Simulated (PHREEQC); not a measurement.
A solution holds 0.0013 mol/kgw HCl and 0.27 mol/kgw CaCl2, at 25 °C. Closed to the air; pH follows from the charge balance.

All values are PHREEQC results (Pitzer model, pitzer.dat), not measurements.

Problem. The ionic strength comes out as 0.811 mol/kgw. What activity coefficients do Cl-, H+, Ca+2 get?

Solution. Cl- 0.62, H+ 0.82, Ca+2 0.25. Single-ion values are on the MacInnes scale.

No solid was allowed to form.
